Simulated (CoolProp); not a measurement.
Vapour-liquid equilibrium of sulfur dioxide (1) + toluene (2) at 354 K; x and y are mole fractions of (1).

The numbers come from the multi-fluid Helmholtz-energy mixture model, Gao 2016 and Lemmon 2006; pair parameters Bell 2016 in CoolProp.

```json
[
 {"x": "0.05", "bubble pressure, mixture model (bar)": "1.004", "bubble pressure, Raoult's law (bar)": "1.298", "y, mixture model": "0.613", "y, Raoult's law": "0.707"},
 {"x": "0.15", "bubble pressure, mixture model (bar)": "2.445", "bubble pressure, Raoult's law (bar)": "3.092", "y, mixture model": "0.852", "y, Raoult's law": "0.890"},
 {"x": "0.25", "bubble pressure, mixture model (bar)": "4.116", "bubble pressure, Raoult's law (bar)": "4.887", "y, mixture model": "0.919", "y, Raoult's law": "0.939"},
 {"x": "0.35", "bubble pressure, mixture model (bar)": "5.920", "bubble pressure, Raoult's law (bar)": "6.682", "y, mixture model": "0.949", "y, Raoult's law": "0.961"},
 {"x": "0.45", "bubble pressure, mixture model (bar)": "7.775", "bubble pressure, Raoult's law (bar)": "8.476", "y, mixture model": "0.965", "y, Raoult's law": "0.974"},
 {"x": "0.55", "bubble pressure, mixture model (bar)": "9.627", "bubble pressure, Raoult's law (bar)": "10.27", "y, mixture model": "0.976", "y, Raoult's law": "0.982"},
 {"x": "0.65", "bubble pressure, mixture model (bar)": "11.46", "bubble pressure, Raoult's law (bar)": "12.07", "y, mixture model": "0.983", "y, Raoult's law": "0.988"},
 {"x": "0.75", "bubble pressure, mixture model (bar)": "13.30", "bubble pressure, Raoult's law (bar)": "13.86", "y, mixture model": "0.988", "y, Raoult's law": "0.993"},
 {"x": "0.85", "bubble pressure, mixture model (bar)": "15.21", "bubble pressure, Raoult's law (bar)": "15.66", "y, mixture model": "0.993", "y, Raoult's law": "0.996"},
 {"x": "0.95", "bubble pressure, mixture model (bar)": "17.25", "bubble pressure, Raoult's law (bar)": "17.45", "y, mixture model": "0.998", "y, Raoult's law": "0.999"}
]
```

The largest gap from Raoult's law is -22.7 % in bubble pressure, at x = 0.05. No azeotrope shows between x = 0.05 and 0.95.

The pair parameters rest on a limited set of measurements; away from them the model extrapolates.
